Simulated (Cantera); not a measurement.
Feed: 1 mol Ti, 0.35 mol O2, 1.5 mol H2, at 977 °C and 13300 Pa.

Cantera equilibrium calculation (NASA polynomials, part measured and part estimated; ideal gas, pure solids and liquids). Candidate condensed phases: H2O, Ti, TiO, TiO2, Ti2O3, Ti3O5, Ti4O7; 12 gas species. Mutual solubility and eutectic melting of coexisting phases are not modelled. TiO: taken at fixed stoichiometry. Condensed phases not in the tables: N, O or C dissolved in the metal. The numbers say what is thermodynamically allowed, not how fast it happens.

Base state: H2 1.000 (mole fractions); condensed: Ti(β) + TiO(s).

### Question
What changes in the equilibrium state with this change: temperature from 977 °C to 1752 °C?

### Answer
```csv
species,before,after
H2,1.000,0.995
H,1.32e-6,0.00526
Ti,<1e-9,0.000103
"Ti(β), mol",0.300,0
"TiO(s), mol",0.700,0
"Ti(l), mol",0,0.300
"TiO(l), mol",0,0.700
```
Each liquid is taken as pure.
